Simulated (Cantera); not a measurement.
## Equilibrium for aluminium nitride and oxide growth: AlCl3 + N2 + H2

A closed system holds: 1 mol AlCl3, 28 mol N2, 190 mol H2, at 1500 °C.

Equilibrium computed with Cantera from the NASA thermochemical tables; the gas is ideal and each condensed phase is pure. Candidate condensed phases: Al, AlCl3, AlN, NH4Cl; 20 gas species. The tables' values for AlCl2 are old estimates; treat these amounts as uncertain. Equilibrium is a limit: real reactors are often held back by kinetics, nucleation or transport.

```tsv
P (Pa)	x H2	x N2	x H	x HCl	x AlCl	x AlCl2	x Cl	n AlN(s)
10	0.835	0.126	0.0260	0.00890	0.00433	4.93e-6	0.000213	0
46	0.848	0.126	0.0122	0.00899	0.00444	1.08e-5	9.96e-5	0
220	0.854	0.127	0.00560	0.00903	0.00448	2.39e-5	4.55e-5	0
1000	0.857	0.127	0.00263	0.00902	0.00447	5.08e-5	2.13e-5	0
4600	0.858	0.127	0.00123	0.00896	0.00442	0.000107	9.86e-6	0
22000	0.859	0.127	0.000562	0.00879	0.00428	0.000222	4.42e-6	0
100000	0.860	0.126	0.000264	0.0112	0.00164	0.000232	2.65e-6	0.565
```
x: gas mole fraction; n: condensed amount in mol.

From 0.0750 Torr to 165 Torr nothing is condensed. At 750 Torr the condensed part is AlN(s). The main Al-bearing gas is AlCl throughout.
